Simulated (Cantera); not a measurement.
A closed system holds: 1 mol C₃H₆, 4.5 mol H₂O, 0.66 mol H₂, equilibrated at 1330 Pa.

Method: chemical equilibrium by Gibbs-energy minimisation in Cantera with the NASA 1993 tables (ideal gas, pure condensed phases). Candidate condensed phases: C, C₆H₆, C₇H₈, C₈H₁₈, H₂O; 110 gas species. The numbers say what is thermodynamically allowed, not how fast it happens.

Question: At 1877 °C, list the 7 most abundant gas species with their mole fractions, and the condensed phases.

Answer: H₂ 0.585, CO 0.255, H₂O 0.121, H 0.0279, CO₂ 0.0103, OH 0.000749, O 2.52e-5. Condensed: gas only.
